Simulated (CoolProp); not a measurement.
Values from CoolProp's reference Helmholtz-energy equation of state, Akasaka 2022.

Problem. Give the vapour pressure (MPa), liquid density (kg/m³), vapour density (kg/m³) of saturated R1233zd(E) at 125.55 °C.

Solution. 
```
T (°C)  p (MPa)  liquid density (kg/m³)  vapour density (kg/m³)
------  -------  ----------------------  ----------------------
125.55     1.76                     948                     102
```
